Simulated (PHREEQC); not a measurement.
Dissolve 7.1 mmol/kgw ZnSO4 at 25 °C. Closed to the air; pH follows from the charge balance.

Computed with PHREEQC (ion-association model, phreeqc.dat).

No solid was allowed to form.

**Question.** Order these S species by the share of S that they hold, largest first: SO4-2, ZnSO4, Zn(SO4)2-2.

**Answer.** SO4-2 (70 %), ZnSO4 (28 %), Zn(SO4)2-2 (2.3 %)

**Question.** Order these Zn species by the share of Zn that they hold, largest first: ZnSO4, Zn+2, Zn(SO4)2-2.

**Answer.** Zn+2 (71 %), ZnSO4 (28 %), Zn(SO4)2-2 (1.1 %)

The pH is 5.79 and the ionic strength 0.0202 mol/kgw. Species that the database lacks are ignored.
